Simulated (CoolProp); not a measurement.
Saturated liquid density (kg/m³) of R143a: the reference equation beside estimates from Tc = 72.7 °C, pc = 3.762 MPa, ω = 0.261. Rackett uses Z = 0.29056 − 0.08775 ω.

Values from CoolProp's reference Helmholtz-energy equation of state, Lemmon and Jacobsen 2000.

```
T (°C)  reference  Rackett  Redlich-Kwong  Soave-Redlich-Kwong  Peng-Robinson
------  ---------  -------  -------------  -------------------  -------------
-91.05       1280     1191           1052                 1078           1213
-86.35       1268     1181           1043                 1069           1204
-81.75       1257     1170           1033                 1061           1195
-77.05       1245     1160           1023                 1052           1186
-72.35       1233     1149           1013                 1043           1176
-67.75       1221     1138           1002                 1033           1166
-63.05       1209     1127          991.6                 1024           1155
-58.45       1197     1116          980.7                 1014           1145
-53.75       1184     1104          969.3                 1003           1134
-49.05       1171     1093          957.6                992.6           1122
-44.45       1159     1081          945.9                981.7           1110
-39.75       1146     1069          933.5                970.2           1098
```

Absolute difference from the reference over all 12 rows, mean and median: Rackett 6.8 and 6.8 %, Redlich-Kwong 18.0 and 18.0 %, Soave-Redlich-Kwong 15.4 and 15.4 %, Peng-Robinson 4.6 and 4.5 %.
